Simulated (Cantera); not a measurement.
A Cantera script and its output.

```python
import numpy as np
import cantera as ct

gas = ct.Solution("gri30.yaml")
gas.TPX = 1323, 100000, {'CO': 1, 'H2': 0.12, 'O2': 0.467, 'N2': 1.75}
reactor = ct.IdealGasReactor(gas, energy="on", clone=False)
net = ct.ReactorNet([reactor])
net.rtol, net.atol = 1e-08, 1e-16
show = ['CO', 'H2', 'O2', 'H2O2', 'NO2']
times = np.geomspace(2e-06, 0.1, 13)

steps = ct.SolutionArray(gas, extra=["t"])
rows = []
print(f"{'t/s':>10s}{'T/K':>9s}{'P/Pa':>11s}" + "".join(f"{s:>11s}" for s in show))
for t in times:
    while net.time < t:
        t_next = net.step()
        steps.append(gas.state, t=t_next)
    rows.append([np.interp(t, steps.t, y) for y in (steps.T, steps.P, *steps(*show).X.T)])
    print(f"{t:10.3e}{rows[-1][0]:9.1f}{rows[-1][1]:11.4g}" + "".join(f"{x:11.3e}" for x in rows[-1][2:]))
rate = np.gradient(steps.T, steps.t)
print("integrator steps:", len(steps.t))
if steps.T.max() > steps.T[0] + 200:
    print(f"time of steepest temperature rise: {steps.t[rate.argmax()]:.4e} s")
gas.TPX = 1323, 100000, {'CO': 1, 'H2': 0.12, 'O2': 0.467, 'N2': 1.75}
gas.equilibrate("UV")
print(f"equilibrium (UV): T = {gas.T:.1f} K  " + "  ".join(f"{s} {gas[s].X[0]:.3e}" for s in show))
```

Result:

```
       t/s      T/K       P/Pa         CO         H2         O2       H2O2        NO2
 2.000e-06   1323.0      1e+05  2.997e-01  3.596e-02  1.399e-01  3.325e-12  5.195e-25
 4.927e-06   1323.0      1e+05  2.997e-01  3.596e-02  1.399e-01  2.191e-11  2.307e-23
 1.214e-05   1323.0      1e+05  2.997e-01  3.596e-02  1.399e-01  2.464e-10  4.905e-21
 2.991e-05   1323.7      1e+05  2.995e-01  3.565e-02  1.397e-01  6.320e-08  8.405e-15
 7.368e-05   1924.9  1.416e+05  1.978e-01  4.297e-03  5.745e-02  2.360e-07  9.818e-09
 1.815e-04   2659.0  1.867e+05  1.673e-01  3.894e-03  4.518e-02  6.750e-08  2.612e-07
 4.472e-04   2895.9      2e+05  1.511e-01  3.288e-03  3.650e-02  1.089e-07  2.133e-06
 1.102e-03   2890.7  1.995e+05  1.510e-01  3.318e-03  3.373e-02  1.057e-07  4.302e-06
 2.714e-03   2888.2  1.993e+05  1.510e-01  3.330e-03  3.298e-02  1.044e-07  4.890e-06
 6.687e-03   2888.1  1.993e+05  1.510e-01  3.330e-03  3.296e-02  1.043e-07  4.903e-06
 1.648e-02   2888.1  1.993e+05  1.510e-01  3.330e-03  3.296e-02  1.043e-07  4.903e-06
 4.059e-02   2888.1  1.993e+05  1.510e-01  3.330e-03  3.296e-02  1.043e-07  4.903e-06
 1.000e-01   2888.1  1.993e+05  1.510e-01  3.330e-03  3.296e-02  1.043e-07  4.903e-06
integrator steps: 1255
time of steepest temperature rise: 6.0851e-05 s
equilibrium (UV): T = 2888.1 K  CO 1.510e-01  H2 3.330e-03  O2 3.296e-02  H2O2 1.043e-07  NO2 4.903e-06
```

Model: GRI-Mech 3.0 (53 species, 325 reactions), integrated in Cantera.
